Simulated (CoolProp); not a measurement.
Saturation properties of CHF3 (R23).

Computed with CoolProp (reference Helmholtz-energy equation of state, Penoncello 2003).

| T (K) | p (MPa) | liquid density (kg/m³) | surface tension (mN/m) |
|---|---|---|---|
| 186.5 | 0.07692 | 1463 | 17.7 |
| 193.1 | ? | 1438 | 16.5 |
| 199.6 | 0.1614 | ? | 15.3 |
| 206.2 | 0.2252 | 1387 | 14.0 |
| 212.7 | 0.3056 | 1360 | 12.8 |
| 219.3 | 0.4081 | ? | ? |
| 225.9 | 0.5350 | 1303 | 10.4 |
| 232.4 | ? | 1273 | 9.28 |
| 239 | 0.8728 | 1241 | ? |
| 245.5 | 1.090 | ? | 7.03 |

Q: What belongs in the gaps?

A: 
- 193.1, p (MPa): 0.1134
- 199.6, liquid density (kg/m³): 1413
- 219.3, liquid density (kg/m³): 1332
- 219.3, surface tension (mN/m): 11.6
- 232.4, p (MPa): 0.6871
- 239, surface tension (mN/m): 8.14
- 245.5, liquid density (kg/m³): 1208

It boils at 191.1 K under 1 atm.

Surface tension comes from a separate correlation (Mulero 2012).
